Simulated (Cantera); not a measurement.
A closed system holds: 1 mol N₂O, 0.89 mol H₂O, 0.78 mol N₂, equilibrated at 0.000170 bar.

Equilibrium computed with Cantera from the NASA thermochemical tables; the gas is ideal and each condensed phase is pure. Candidate condensed phases: H₂O; 24 gas species. Equilibrium is a limit: real reactors are often held back by kinetics, nucleation or transport.

x: gas mole fraction; nothing condenses.

| T (°C) | x N₂ | x H₂O | x O₂ | x OH |
|---|---|---|---|---|
| 452 | 0.562 | 0.281 | 0.158 | (withheld) |
| 527 | 0.562 | 0.281 | 0.158 | (withheld) |
| 602 | 0.562 | 0.281 | 0.158 | (withheld) |
| 677 | 0.562 | 0.281 | 0.158 | (withheld) |
| 752 | 0.561 | 0.281 | 0.158 | (withheld) |
| 827 | 0.561 | 0.281 | 0.158 | (withheld) |
| 902 | 0.561 | 0.281 | 0.158 | (withheld) |
| 977 | 0.561 | 0.281 | 0.158 | (withheld) |
| 1052 | 0.561 | 0.281 | 0.158 | (withheld) |
| 1127 | 0.561 | 0.280 | 0.157 | (withheld) |
| 1202 | 0.561 | 0.280 | 0.157 | (withheld) |
| 1277 | 0.561 | 0.280 | 0.157 | (withheld) |

**Question.** Complete the blanks.

**Answer.** 
- 452, x OH: 9.58e-10
- 527, x OH: 1.19e-8
- 602, x OH: 9.64e-8
- 677, x OH: 5.61e-7
- 752, x OH: 2.53e-6
- 827, x OH: 9.29e-6
- 902, x OH: 2.89e-5
- 977, x OH: 7.85e-5
- 1052, x OH: 0.000190
- 1127, x OH: 0.000420
- 1202, x OH: 0.000855
- 1277, x OH: 0.00162
